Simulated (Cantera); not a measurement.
Cantera run:

```python
import numpy as np
import cantera as ct

gas_names = """
    F F2 H HF H2 H2F2 H3F3 H4F4 H5F5 H6F6 H7F7 N NF NF2 NF3 NH NH2 NH3 N2 N2H2 N2H4 Si SiF SiF2 SiF3
    SiF4 SiH SiHF3 SiH2 SiH2F2 SiH3 SiH3F SiH4 SiN Si2 Si2N Si3
""".split()
cond_names = """
    Si(cr) Si(L) Si3N4(a)
""".split()


# ... load() reads the species with a 1 bar reference pressure and builds the phases ...
atoms = {
    'Si3N4': {'Si': 3, 'N': 4},
    'HF': {'H': 1, 'F': 1},
    'H2': {'H': 2},
}
top_T = {'Si3N4(a)': 2400}  # K; cautious upper limits of use, not melting points


# ... equilibrate(T, P, feed) seeds the gas with the atoms and calls Mixture.equilibrate('TP', solver="vcs", rtol=1e-11, max_steps=5000) ...
results = []
T = 1225  # K
P = 1333.22  # Pa
for m in [1.7, 2.9, 4, 5.2, 6.3, 7.4, 8.6, 9.7, 11, 12, 13]:
    feed = {'Si3N4': 1, 'HF': m, 'H2': 2}  # mol
    mix = equilibrate(T, P, feed)
    results.append((T, P, feed, dict(zip(mix.species_names, mix.species_moles))))

top = {s: max(r[3][s] / sum(r[3][g] for g in gas_names) for r in results) for s in gas_names}
cols = sorted((s for s in top if top[s] > 0.001), key=lambda s: -top[s])[:7]
seen = [c for c in cond_names if any(r[3].get(c, 0) > 1e-12 for r in results)]
print("log10 of partial pressures in bar; condensed amounts in mol")
print(f"{'n(HF)':>10s}" + "".join(f"{s[:9]:>10s}" for s in cols + seen))
for T, P, feed, n in results:
    ng = sum(n[g] for g in gas_names)
    print(f"{feed['HF']:10.4g}" + "".join(f"{np.log10(max(n[s] / ng * P / 1e5, 1e-99)):10.3f}" for s in cols)
          + "".join(f"{n.get(c, 0):10.4g}" for c in seen))
```

It prints:

```
log10 of partial pressures in bar; condensed amounts in mol
     n(HF)        H2      SiF4        N2        HF     SiHF3      SiF3  Si3N4(a)
       1.7    -1.973    -2.808    -2.975    -4.415    -4.729    -4.829    0.8584
       2.9    -2.007    -2.692    -2.860    -4.383    -4.678    -4.761    0.7584
         4    -2.028    -2.636    -2.805    -4.371    -4.657    -4.728    0.6667
       5.2    -2.045    -2.599    -2.768    -4.364    -4.643    -4.707    0.5667
       6.3    -2.056    -2.576    -2.745    -4.360    -4.635    -4.693     0.475
       7.4    -2.065    -2.559    -2.728    -4.357    -4.630    -4.683    0.3833
       8.6    -2.073    -2.545    -2.714    -4.355    -4.625    -4.675    0.2833
       9.7    -2.079    -2.534    -2.704    -4.354    -4.622    -4.669    0.1916
        11    -2.084    -2.525    -2.694    -4.353    -4.619    -4.663   0.08319
        12    -2.088    -2.519    -2.688    -4.342    -4.628    -4.669         0
        13    -2.118    -2.544    -2.720    -3.020    -6.005    -6.032         0
```

These are equilibrium values from Cantera (NASA tables, ideal gas, pure condensed phases), not measurements of a reactor. The tables' values for SiF3, SiF2 are old estimates; treat these amounts as uncertain.
